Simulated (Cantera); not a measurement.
Input (Python, Cantera) and output of one run.

```python
import numpy as np
import cantera as ct

gas_names = """
    CL CL2 H HCL H2 N NH NH2 NH3 N2 N2H2 N2H4 Si SiCL SiCL2 SiCL3 SiCL4 SiH SiHCL3 SiH2 SiH2CL2 SiH3
    SiH3CL SiH4 SiN Si2 Si2N Si3
""".split()
cond_names = """
    NH4CL(a) NH4CL(b) Si(cr) Si(L) Si3N4(a)
""".split()


# ... load() reads the species with a 1 bar reference pressure and builds the phases ...
atoms = {
    'Si': {'Si': 1},
    'HCl': {'H': 1, 'CL': 1},
    'N2': {'N': 2},
}
top_T = {'Si3N4(a)': 2400}  # K; cautious upper limits of use, not melting points


# ... equilibrate(T, P, feed) seeds the gas with the atoms and calls Mixture.equilibrate('TP', solver="vcs", rtol=1e-11, max_steps=5000) ...
results = []
feed = {'Si': 1, 'HCl': 3.3, 'N2': 16}  # mol
T = 623  # K
P = 133.322  # Pa
mix = equilibrate(T, P, feed)
results.append((T, P, feed, dict(zip(mix.species_names, mix.species_moles))))
x = sorted(zip(gas.X, gas.species_names), reverse=True)
print(f"T = {T:g} K  P = {P:g} Pa  gas = {mix.phase_moles(0):.4g} mol")
print("   x: " + "  ".join(f"{s} {v:.3e}" for v, s in x if v > 0.0001))
print("   condensed (mol): " + ("  ".join(f"{mix.phase(i).name} {mix.phase_moles(i):.4g}"
      for i in range(1, mix.n_phases) if mix.phase_moles(i) > 1e-12) or "none"))
```

Output:

```
T = 623 K  P = 133.322 Pa  gas = 18.5 mol
   x: N2 8.429e-01  HCL 9.322e-02  H2 4.257e-02  SiCL4 2.129e-02
   condensed (mol): Si3N4(a) 0.2021
```

Method: chemical equilibrium by Gibbs-energy minimisation in Cantera with the NASA 1993 tables (ideal gas, pure condensed phases). N2 is the only nitrogen source here; it is nearly inert below about 1500 K, so the nitride shown seldom forms there in practice.
